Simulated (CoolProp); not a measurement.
A single-stage vapour-compression cycle with the fluid: evaporating at 247.15 K (dew point), condensing at 277.15 K (bubble point), superheat 2 K, subcooling 8 K, compressor efficiency 0.75, no pressure losses. The same conditions are run with several fluids, on thermodynamics alone (safety and materials aside).

Values from CoolProp's reference Helmholtz-energy equation of state of each fluid (R236FA: Pan 2012; nitrous oxide: Lemmon 2006; propylene: Lemmon 2013; R125: Lemmon 2005; R404A: Lemmon 2003; R1224YDZ: Akasaka 2023). Blends and air are pseudo-pure fits.

Q: Rank R236FA, nitrous oxide, propylene, R125, R404A, R1224YDZ by cooling COP, highest first.

A: R1224YDZ (5.87), R236FA (5.81), propylene (5.74), R125 (5.63), R404A (5.55), nitrous oxide (5.17)

```csv
fluid,pressure ratio,discharge temperature (K),refrigerating effect (kJ/kg),volumetric capacity (kJ/m³)
R236FA,3.93,284.5,147,355
nitrous oxide,2.31,314.9,246,9380
propylene,2.67,299.0,365,1950
R125,2.83,286.9,126,2130
R404A,2.90,291.6,159,1940
R1224YDZ,4.30,291.0,166,183
```
